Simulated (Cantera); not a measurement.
# Halide evaporation, hydrolysis and transport: CaF₂ + O₂ + H₂

Feed: 1 mol CaF₂, 1.3 mol O₂, 11 mol H₂, equilibrated at 17000 Pa.

Cantera equilibrium calculation (NASA polynomials, part measured and part estimated; ideal gas, pure solids and liquids). Candidate condensed phases: Ca, CaF₂, CaO, Ca(OH)₂, H₂O; 29 gas species. Mutual solubility and eutectic melting of coexisting phases are not modelled. Rates play no part.

From 1200 °C to 1400 °C the condensed part is CaF₂(s) + CaO(s). From 1450 °C to 1600 °C the condensed part is CaF₂(l) + CaO(s). The main Ca-bearing gas is CaF₂ throughout.

```
T (°C)  log p H₂  log p H₂O  log p HF  log p CaF₂  log p H  log p CaF  log p OH  n CaF₂(s)  n CaO(s)  n CaF₂(l)
------  --------  ---------  --------  ----------  -------  ---------  --------  ---------  --------  ---------
1200       -0.89      -1.41     -2.60       -5.92    -5.34      -9.10     -7.45      0.919    0.0813          0
1250       -0.89      -1.42     -2.45       -5.45    -5.08      -8.51     -7.12      0.885     0.115          0
1300       -0.89      -1.43     -2.32       -5.02    -4.84      -7.97     -6.82      0.841     0.158          0
1350       -0.90      -1.44     -2.19       -4.62    -4.61      -7.45     -6.53      0.786     0.213          0
1400       -0.90      -1.46     -2.07       -4.25    -4.39      -6.97     -6.27      0.717     0.279          0
1450       -0.90      -1.47     -1.98       -3.92    -4.19      -6.53     -6.02          0     0.352      0.640
1500       -0.90      -1.49     -1.89       -3.62    -4.00      -6.12     -5.79          0     0.432      0.551
1550       -0.91      -1.51     -1.81       -3.33    -3.82      -5.72     -5.58          0     0.522      0.446
1600       -0.91      -1.54     -1.74       -3.06    -3.65      -5.35     -5.38          0     0.621      0.319
```
log p: log10 of the partial pressure in bar; n: condensed amount in mol.
